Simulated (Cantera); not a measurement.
A closed system holds: 1 mol SiC, 3.1 mol N₂O, 130 mol H₂, at 1877 °C and 2.50 bar.

Equilibrium computed with Cantera from the NASA thermochemical tables; the gas is ideal and each condensed phase is pure. Equilibrium is a limit: real reactors are often held back by kinetics, nucleation or transport.

| species | before | after |
|---|---|---|
| H₂ | 0.952 | 0.953 |
| N₂ | 0.0229 | 0.0229 |
| H₂O | 0.00812 | 0.00793 |
| H | 0.00260 | 0.00138 |
| SiO | 0.00739 | 0.00721 |
| CO₂ | 1.23e-5 | 1.29e-5 |
| CO | 0.00738 | 0.00738 |
| SiO₂(l), mol | 0 | 0.0260 |
Gas species are given as mole fractions.

Name the change that produced these shifts.
A. N₂O from 3.1 to 0.71 mol
B. N₂O from 3.1 to 0.03 mol
C. temperature from 1877 °C to 1775 °C
D. temperature from 1877 °C to 1252 °C

C, temperature from 1877 °C to 1775 °C. The tables hold silica as quartz up to 1696 K and as liquid above; real silica turns to tridymite and cristobalite and melts near 1996 K. Gases not in the tables: Si(OH)₄
